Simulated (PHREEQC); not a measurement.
Make-up at 85 °C: 0.24 mol/kgw MnSO4, 0.00044 mol/kgw NaF and 0.066 mol/kgw NaCl. It is in equilibrium with CO2 at log p = -2 (atm). Otherwise closed; pH follows from the charge balance.

All values are PHREEQC results (ion-association model, phreeqc.dat), not measurements.

Question: The ionic strength comes out as 0.431 mol/kgw. What activity coefficients do MnOH+, SO4-2, MnF+, NaSO4-, F- get?

Answer: MnOH+ 0.66, SO4-2 0.18, MnF+ 0.66, NaSO4- 0.67, F- 0.61.

Precipitation was switched off in this run. Complexes and solids missing from the database can't appear. Constants without temperature data keep their 25 °C values here.
